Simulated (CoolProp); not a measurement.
The fluid at 293.15 K and 0.303 MPa flows at 1.7 m/s in a round tube of 12.7 mm bore and 0.25 µm roughness, fully developed (64/Re and Nu = 3.66 if laminar; Colebrook and Gnielinski if turbulent). The same conditions are run with several fluids, on thermodynamics alone (safety and materials aside).

Model: reference Helmholtz-energy equation of state of each fluid (propane: Lemmon 2009; R22: Kamei 1995; R507A: Lemmon 2003; C3F8 (R218): Lemmon 2006; sulfur hexafluoride: Guder 2009), in CoolProp. Blends and air are pseudo-pure fits.

```csv
fluid,Reynolds number,Darcy friction factor,pressure drop (Pa/m),heat-transfer coefficient (W/(m² K)),mass flow (kg/h)
propane,15600,0.0276,18.2,61.8,4.49
R22,18000,0.0266,34.2,45.4,8.75
R507A,23400,0.0250,36.9,65.4,10.1
C3F8 (R218),45400,0.0214,61.3,100,19.5
sulfur hexafluoride,27100,0.0241,51.7,69.3,14.6
```

Transport values come from each fluid's own correlations; those of R22, C3F8 (R218) are estimates that may be off by 10 % or more.
